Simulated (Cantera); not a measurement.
Charge: 1 mol Ta(OEt)₅, 0.5 mol CH₄, equilibrated at 75.0 Torr.

Cantera equilibrium calculation (NASA polynomials, part measured and part estimated; ideal gas, pure solids and liquids). Candidate condensed phases: C, C₆H₆, C₇H₈, C₈H₁₈, H₂O, Ta, TaC, Ta₂O₅; 113 gas species. The feed counts by its element totals alone. Mutual solubility and eutectic melting of coexisting phases are not modelled. TaC: taken at fixed stoichiometry. Condensed phases not in the tables: Ta₂C. The numbers say what is thermodynamically allowed, not how fast it happens.

log p: log10 of the partial pressure in bar; n: condensed amount in mol.

```json
[
 {"T (K)": "923", "log p H₂": "-1.08", "log p CO": "-1.87", "log p H₂O": "-2.77", "log p CH₄": "-2.80", "log p CO₂": "(withheld)", "n C(graphite)": "8.11", "n Ta₂O₅(s)": "0.500", "n TaC(s)": "0"},
 {"T (K)": "998", "log p H₂": "-1.08", "log p CO": "-1.82", "log p H₂O": "-3.29", "log p CH₄": "-3.17", "log p CO₂": "(withheld)", "n C(graphite)": "7.99", "n Ta₂O₅(s)": "0.500", "n TaC(s)": "0"},
 {"T (K)": "1073", "log p H₂": "-1.08", "log p CO": "-1.81", "log p H₂O": "-3.77", "log p CH₄": "-3.49", "log p CO₂": "(withheld)", "n C(graphite)": "7.98", "n Ta₂O₅(s)": "0.500", "n TaC(s)": "0"},
 {"T (K)": "1148", "log p H₂": "-1.08", "log p CO": "-1.78", "log p H₂O": "-4.18", "log p CH₄": "-3.78", "log p CO₂": "-4.95", "n C(graphite)": "7.73", "n Ta₂O₅(s)": "0.463", "n TaC(s)": "0.0738"},
 {"T (K)": "1223", "log p H₂": "-1.14", "log p CO": "-1.57", "log p H₂O": "-4.40", "log p CH₄": "-4.15", "log p CO₂": "-5.00", "n C(graphite)": "4.50", "n Ta₂O₅(s)": "0", "n TaC(s)": "1.00"},
 {"T (K)": "1298", "log p H₂": "-1.14", "log p CO": "-1.57", "log p H₂O": "-4.74", "log p CH₄": "-4.37", "log p CO₂": "(withheld)", "n C(graphite)": "4.50", "n Ta₂O₅(s)": "0", "n TaC(s)": "1.00"},
 {"T (K)": "1373", "log p H₂": "-1.14", "log p CO": "-1.57", "log p H₂O": "-5.03", "log p CH₄": "-4.57", "log p CO₂": "(withheld)", "n C(graphite)": "4.50", "n Ta₂O₅(s)": "0", "n TaC(s)": "1.00"},
 {"T (K)": "1448", "log p H₂": "-1.14", "log p CO": "-1.57", "log p H₂O": "-5.30", "log p CH₄": "-4.75", "log p CO₂": "(withheld)", "n C(graphite)": "4.50", "n Ta₂O₅(s)": "0", "n TaC(s)": "1.00"},
 {"T (K)": "1523", "log p H₂": "-1.14", "log p CO": "-1.57", "log p H₂O": "-5.54", "log p CH₄": "-4.91", "log p CO₂": "(withheld)", "n C(graphite)": "4.50", "n Ta₂O₅(s)": "0", "n TaC(s)": "1.00"},
 {"T (K)": "1598", "log p H₂": "-1.14", "log p CO": "-1.57", "log p H₂O": "-5.76", "log p CH₄": "-5.06", "log p CO₂": "(withheld)", "n C(graphite)": "4.50", "n Ta₂O₅(s)": "0", "n TaC(s)": "1.00"},
 {"T (K)": "1673", "log p H₂": "-1.14", "log p CO": "-1.57", "log p H₂O": "-5.96", "log p CH₄": "-5.19", "log p CO₂": "(withheld)", "n C(graphite)": "4.50", "n Ta₂O₅(s)": "0", "n TaC(s)": "1.00"},
 {"T (K)": "1748", "log p H₂": "-1.14", "log p CO": "-1.57", "log p H₂O": "-6.14", "log p CH₄": "-5.31", "log p CO₂": "(withheld)", "n C(graphite)": "4.50", "n Ta₂O₅(s)": "0", "n TaC(s)": "1.00"}
]
```

What belongs in the gaps?


- 923, log p CO₂: -3.25
- 998, log p CO₂: -3.87
- 1073, log p CO₂: -4.47
- 1298, log p CO₂: -5.41
- 1373, log p CO₂: -5.78
- 1448, log p CO₂: -6.11
- 1523, log p CO₂: -6.40
- 1598, log p CO₂: -6.67
- 1673, log p CO₂: -6.91
- 1748, log p CO₂: -7.12
